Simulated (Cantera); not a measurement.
An isothermal, constant-pressure homogeneous reactor starts with C2H4 : H2 = 1 : 16 (molar parts), at 1173 K and 1.00 bar. Integrator tolerance rtol = 1e-08.

Computed with Cantera and GRI-Mech 3.0 (53 species, 325 reactions). GRI-Mech 3.0 was tuned for natural gas; its chemistry of ethylene as a main component is partial and can be far from experiment. GRI-Mech 3.0 stops at C3 and has no aromatics, soot or wall deposition, so with more carbon than oxygen in the feed, carbon stays in small species such as C2H2 where larger ones or solid carbon would form.

What does this change do: C2H4 1 to 0.1 parts?


```json
[
 {"quantity": "x(C2H4) at 2.00 s", "before": "0.0197 (gas-phase equilibrium 6.26e-5)", "after": "0.00167 (gas-phase equilibrium 4.93e-7)"},
 {"quantity": "x(H2) at 2.00 s", "before": "0.902 (gas-phase equilibrium 0.875)", "after": "0.990 (gas-phase equilibrium 0.988)"},
 {"quantity": "x(C2H6) at 2.00 s", "before": "0.00360 (gas-phase equilibrium 1.16e-5)", "after": "0.000335 (gas-phase equilibrium 1.03e-7)"},
 {"quantity": "x(H) at 2.00 s", "before": "1.34e-6 (gas-phase equilibrium 1.11e-7)", "after": "1.54e-6 (gas-phase equilibrium 1.18e-7)"},
 {"quantity": "x(CH2) at 2.00 s", "before": "1.51e-12 (gas-phase equilibrium <1e-12)", "after": "<1e-12 (gas-phase equilibrium <1e-12)"}
]
```

What does this change do: H2 16 to 130 parts?


| quantity | before | after |
|---|---|---|
| x(C2H4) at 2.00 s | 0.0197 (gas-phase equilibrium 6.26e-5) | 0.00206 (gas-phase equilibrium 7.51e-7) |
| x(H2) at 2.00 s | 0.902 (gas-phase equilibrium 0.875) | 0.987 (gas-phase equilibrium 0.985) |
| x(C2H6) at 2.00 s | 0.00360 (gas-phase equilibrium 1.16e-5) | 0.000413 (gas-phase equilibrium 1.56e-7) |
| x(H) at 2.00 s | 1.34e-6 (gas-phase equilibrium 1.11e-7) | 1.53e-6 (gas-phase equilibrium 1.18e-7) |
| x(CH2) at 2.00 s | 1.51e-12 (gas-phase equilibrium <1e-12) | <1e-12 (gas-phase equilibrium <1e-12) |

What does this change do: pressure from 1.00 bar to 9.00 Torr?


```csv
quantity,before,after
x(C2H4) at 2.00 s,0.0197 (gas-phase equilibrium 6.26e-5),0.0586 (gas-phase equilibrium 0.00260)
x(H2) at 2.00 s,0.902 (gas-phase equilibrium 0.875),0.941 (gas-phase equilibrium 0.894)
x(C2H6) at 2.00 s,0.00360 (gas-phase equilibrium 1.16e-5),8.13e-6 (gas-phase equilibrium 5.89e-6)
x(H) at 2.00 s,1.34e-6 (gas-phase equilibrium 1.11e-7),4.82e-7 (gas-phase equilibrium 1.02e-6)
x(CH2) at 2.00 s,1.51e-12 (gas-phase equilibrium <1e-12),<1e-12 (gas-phase equilibrium 1.06e-12)
```
Radical loss at walls, strong at low pressure, is not modelled.
